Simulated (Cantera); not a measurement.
Gas mixture: H₂ = 0.94 (molar parts), at 300 Torr, frozen composition.

Cantera's kinetic-theory transport with the Lennard-Jones parameters of GRI-Mech 3.0, ideal gas; thermal conductivity in the mixture-averaged form.

D: mixture-averaged diffusion coefficient of that species in the mixture.

```csv
T (K),ρ (kg/m³),cp (J/kg/K),μ (µPa s),λ (mW/m/K),Pr,D (cm²/s) NH₃,D (cm²/s) H,D (cm²/s) H₂O
400,0.0242,14520,10.9,229,0.689,3.42,8.96,3.68
650,0.0149,14520,14.9,315,0.687,7.99,20.3,8.69
900,0.0108,14870,[?],[?],0.691,[?],[?],[?]
1150,0.00843,15270,21.5,477,0.689,21.0,52.5,23.0
1400,0.00693,15800,[?],[?],0.690,[?],[?],[?]
1650,0.00588,16320,27.2,641,0.692,38.4,95.4,42.2
```

Q: Fill in the missing entries.

A: 
- 900, μ (µPa s): 18.4
- 900, λ (mW/m/K): 396
- 900, D (cm²/s) NH₃: 13.9
- 900, D (cm²/s) H: 34.9
- 900, D (cm²/s) H₂O: 15.2
- 1400, μ (µPa s): 24.4
- 1400, λ (mW/m/K): 559
- 1400, D (cm²/s) NH₃: 29.2
- 1400, D (cm²/s) H: 72.7
- 1400, D (cm²/s) H₂O: 32.0
